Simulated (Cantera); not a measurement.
Charge: 1 mol Cr, 1.1 mol N2, at 1150 °C and 1.05 Torr.

Method: chemical equilibrium by Gibbs-energy minimisation in Cantera with the NASA 1993 tables (ideal gas, pure condensed phases). Candidate condensed phases: Cr, CrN, Cr2N; 4 gas species. Rates play no part.

Base state: N2 1.000, Cr 7.56e-5 (mole fractions); condensed: Cr(s).

Problem. What changes in the equilibrium state with this change: temperature from 1150 °C to 527 °C?

Solution. 
```json
[
 {"species": "N2", "before": "1.000", "after": "1.00"},
 {"species": "Cr", "before": "7.56e-5", "after": "<1e-9"},
 {"species": "Cr(s), mol", "before": "1.000", "after": "0"},
 {"species": "CrN(s), mol", "before": "0", "after": "1.00"}
]
```

Problem. What changes in the equilibrium state with this change: temperature from 1150 °C to 577 °C?

Solution. 
```
species       before  after
-----------  -------  -----
N2             1.000   1.00
Cr           7.56e-5  <1e-9
Cr(s), mol     1.000      0
CrN(s), mol        0   1.00
```
